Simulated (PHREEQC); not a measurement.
Make-up at 20 °C: 0.0013 mol/kgw H3BO3, 0.0038 mol/kgw Na2CO3 and 0.00018 mol/kgw LiCl. Closed to the air; pH follows from the charge balance.

Equilibrium calculation in PHREEQC: ion-association model, wateq4f.dat.

Precipitation was switched off in this run.

Q: Predict the pH, ionic strength.

A: pH 10.44; ionic strength 0.00983 mol/kgw.

Q: In which forms is C present?

A: CO3-2 58 %, HCO3- 38 %, NaCO3- 4.2 % of the C.
